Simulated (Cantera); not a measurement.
Feed: 1 mol Si, 2.8 mol HCl, 0.28 mol N2, 8.4 mol F2, held at 1323.15 K and 20.0 mbar.

Equilibrium computed with Cantera from the NASA thermochemical tables; the gas is ideal and each condensed phase is pure. Candidate condensed phases: NH4Cl, Si, Si3N4; 49 gas species. Equilibrium is a limit: real reactors are often held back by kinetics, nucleation or transport.

Base state: F 0.507, HF 0.199, ClF 0.197, SiF4 0.0712, N2 0.0199, F2 0.00412, Cl 0.00192, Cl2 0.000318 (mole fractions); condensed: gas only.

Task: What changes in the equilibrium state with this change: pressure from 20.0 mbar to 0.100 bar?

Result: 
```csv
species,before,after
F,0.507,0.484
HF,0.199,0.203
ClF,0.197,0.202
F2,0.00412,0.0188
SiF4,0.0712,0.0723
N2,0.0199,0.0203
Cl,0.00192,0.000412
Cl2,0.000318,7.36e-5
```
